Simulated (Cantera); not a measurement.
Feed: 1 mol SiCl4, 2.3 mol Cl2, 14 mol H2, held at 1325 K and 1.30 bar.

Cantera equilibrium calculation (NASA polynomials, part measured and part estimated; ideal gas, pure solids and liquids). Candidate condensed phases: Si; 19 gas species. The tables' values for SiCl3 are old estimates; treat these amounts as uncertain. Equilibrium is a limit: real reactors are often held back by kinetics, nucleation or transport.

Base state: H2 0.667, HCl 0.276, SiCl4 0.0483, SiHCl3 0.00598, SiCl3 0.00257, SiCl2 0.000745, SiH2Cl2 0.000106 (mole fractions); condensed: gas only.

Problem. What changes in the equilibrium state with this change: temperature from 1325 K to 1698 K?

Solution. 
```csv
species,before,after
H2,0.667,0.611
HCl,0.276,0.333
SiCl2,0.000745,0.0306
SiCl4,0.0483,0.00944
SiCl3,0.00257,0.0121
Cl,4.06e-7,4.20e-5
H,1.17e-6,9.91e-5
```
